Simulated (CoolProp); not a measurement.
Vapour-liquid equilibrium of R134a (1) + R124 (2) at 1.85 bar; x and y are mole fractions of (1).

Values from CoolProp's multi-fluid Helmholtz-energy mixture model, Tillner-Roth 1994 and de Vries 1995; pair parameters Bell 2016.

Problem. Give the bubble temperature and the first vapour's composition at x = 0.05, 0.45, 0.75. Is there an azeotrope?

Solution. x = 0.05: 275.2 K, y = 0.094; x = 0.45: 267.2 K, y = 0.594; x = 0.75: 263.4 K, y = 0.828. No azeotrope shows between x = 0.05 and 0.95.

The pair parameters rest on a limited set of measurements; away from them the model extrapolates.
